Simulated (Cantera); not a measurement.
Feed: 1 mol Si, 9.9 mol HBr, held at 1525 K and 750 Torr.

These are equilibrium values from Cantera (NASA tables, ideal gas, pure condensed phases), not measurements of a reactor. Candidate condensed phases: Br2, Si; 19 gas species. The tables' values for SiBr3 are old estimates; treat these amounts as uncertain. Kinetics and transport are ignored.

Base state: HBr 0.679, H2 0.207, SiBr4 0.0906, SiBr2 0.0105, SiBr3 0.00742, Br 0.00324, SiHBr3 0.00195, Br2 9.03e-5 (mole fractions); condensed: gas only.

Q: What changes in the equilibrium state with this change: pressure from 750 Torr to 0.375 Torr?

A: 
```json
[
 {"species": "HBr", "before": "0.679", "after": "0.598"},
 {"species": "H2", "before": "0.207", "after": "0.166"},
 {"species": "Br", "before": "0.00324", "after": "0.142"},
 {"species": "SiBr4", "before": "0.0906", "after": "0.000381"},
 {"species": "SiBr2", "before": "0.0105", "after": "0.0921"},
 {"species": "SiBr", "before": "1.26e-7", "after": "5.01e-5"},
 {"species": "SiH2Br2", "before": "2.02e-5", "after": "7.10e-8"},
 {"species": "SiHBr3", "before": "0.00195", "after": "7.50e-6"},
 {"species": "H", "before": "1.08e-5", "after": "0.000431"},
 {"species": "SiBr3", "before": "0.00742", "after": "0.00142"}
]
```
The tables' values for SiBr3, SiBr are old estimates; treat these amounts as uncertain.

Q: What changes in the equilibrium state with this change: pressure from 750 Torr to 1.35 Torr?

A: 
```json
[
 {"species": "HBr", "before": "0.679", "after": "0.668"},
 {"species": "H2", "before": "0.207", "after": "0.145"},
 {"species": "SiBr2", "before": "0.0105", "after": "0.0916"},
 {"species": "SiBr4", "before": "0.0906", "after": "0.00195"},
 {"species": "Br", "before": "0.00324", "after": "0.0895"},
 {"species": "SiBr", "before": "1.26e-7", "after": "2.20e-5"},
 {"species": "SiH2Br2", "before": "2.02e-5", "after": "2.23e-7"},
 {"species": "SiHBr3", "before": "0.00195", "after": "3.01e-5"}
]
```
The tables' values for SiBr3, SiBr are old estimates; treat these amounts as uncertain.
